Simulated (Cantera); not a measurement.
Diamond growth

A diamond (100) surface in a fixed gas of H2 with x(CH4) = 0.017, x(H) = 0.00063, x(CH3) = 2.6e-05, at 1325 K; coverages are run to steady state.

Cantera simulation using the Harris–Goodwin 1993 mechanism for the reconstructed diamond (100) surface; the numbers are that mechanism's predictions, not measurements.

| P (Pa) | growth (µm/h) | θ c6HH | θ c6H* | θ c6*H | θ c6** | θ c6HM |
|---|---|---|---|---|---|---|
| 460 | 0.00176 | 0.447 | 0.0470 | 0.482 | 0.0236 | 2.14e-6 |
| 800 | 0.00469 | 0.448 | 0.0470 | 0.482 | 0.0236 | 3.84e-6 |
| 1400 | 0.0120 | 0.448 | 0.0469 | 0.482 | 0.0235 | 6.99e-6 |
| 2400 | 0.0276 | 0.448 | 0.0469 | 0.481 | 0.0235 | 1.25e-5 |
| 4200 | 0.0616 | 0.448 | 0.0469 | 0.481 | 0.0235 | 2.27e-5 |
| 7200 | 0.127 | 0.448 | 0.0469 | 0.481 | 0.0235 | 4.00e-5 |
| 12000 | 0.246 | 0.448 | 0.0469 | 0.481 | 0.0235 | 6.77e-5 |
| 22000 | 0.536 | 0.448 | 0.0469 | 0.481 | 0.0235 | 0.000125 |
θ: site fractions in the mechanism's names (c6HH fully hydrogenated, c6H* and c6*H radical sites, c6** diradical, c6HM methylated).
